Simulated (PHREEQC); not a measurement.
A PHREEQC input (ion-association model, wateq4f.dat):

```
SOLUTION 1
  temp 25
  units mg/kgw
  pH 7.59
  pe 11.6
  Na 6.67
  K 59.5
  Ca 11.9
  Mg 14.1
  Cl 100
  S(6) 8.42 as SO4
  C(4) 16 as HCO3
  Alkalinity 40.6 as HCO3
  Br 0.244
  Li 0.0389
END
USE solution 1
EQUILIBRIUM_PHASES 1
  CO2(g) -2 10
END
```

It stops with these messages:

```
WARNING: Maximum iterations exceeded, 100
WARNING: Maximum iterations exceeded, 100
WARNING: The program has failed to converge to a numerical solution.
ERROR:                 H(1) has not converged. Total: 6.653654e-04	Calculated: 6.717124e-04	Residual: -6.346984e-06
ERROR: Is non-carbonate alkalinity greater than total alkalinity?
ERROR:                   Br has not converged. Total: 3.053664e-06	Calculated: 3.054193e-06	Residual: -5.287431e-10
ERROR:                 C(4) has not converged. Total: 2.622130e-04	Calculated: 2.629064e-04	Residual: -6.933824e-07
ERROR:                   Ca has not converged. Total: 2.969062e-04	Calculated: 2.972037e-04	Residual: -2.975217e-07
ERROR:                   Cl has not converged. Total: 2.820636e-03	Calculated: 2.821136e-03	Residual: -4.999156e-07
ERROR:                    K has not converged. Total: 1.521661e-03	Calculated: 1.521931e-03	Residual: -2.696840e-07
ERROR:                   Li has not converged. Total: 5.605995e-06	Calculated: 5.606899e-06	Residual: -9.040566e-10
ERROR:                   Mg has not converged. Total: 5.799605e-04	Calculated: 5.857631e-04	Residual: -5.802575e-06
ERROR:                   Na has not converged. Total: 2.901287e-04	Calculated: 2.901783e-04	Residual: -4.959962e-08
ERROR:                 S(6) has not converged. Total: 8.764990e-05	Calculated: 8.770328e-05	Residual: -5.338479e-08
ERROR:               A(H2O) Activity of water has not converged. 	Residual: 1.607841e+01
ERROR: Model failed to converge for initial solution  1.
```

Q: What went wrong, and how is it mended?

A: The fault: total carbon typed beside alkalinity, so pH is recomputed from the two. The line should read `Alkalinity 40.6` where the input has `C(4) 16 as HCO3 / Alkalinity 40.6`. With the mend the run ends at pH 6.61 and ionic strength 0.00454 mol/kgw.
